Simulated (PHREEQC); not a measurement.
## Arsenic or selenium liquor

Make-up at 20 °C: 0.0096 mol/kgw H3AsO4, 0.00011 mol/kgw HCl and 0.0013 mol/kgw FeCl3. Closed to the air; pH follows from the charge balance.

Computed with PHREEQC (ion-association model, wateq4f.dat).

The pH comes out as 2.28 and the ionic strength is 0.0119 mol/kgw. The total alkalinity is -12.3 meq/kg.

```
species   molality  activity   log γ
--------  --------  --------  ------
H+         0.00573   0.00520  -0.042
H2AsO4-    0.00510   0.00457  -0.048
H3AsO4     0.00450   0.00451   0.001
Cl-        0.00396   0.00354  -0.049
Fe+3      0.000754  0.000318  -0.376
FeOH+2    0.000449  0.000292  -0.187
FeCl+2     4.45e-5   2.89e-5  -0.187
Fe(OH)2+   1.71e-5   1.53e-5  -0.046
```

This is a speciation only: nothing precipitates in the calculation. The solution is supersaturated, for example in Scorodite, Hematite (slow to form), so a real one may precipitate; this is no full list. Complexes and solids missing from the database can't appear. The database's scorodite may be far more soluble than the real mineral, and it has no iron arsenate complexes; the constant wasn't checked at its source.
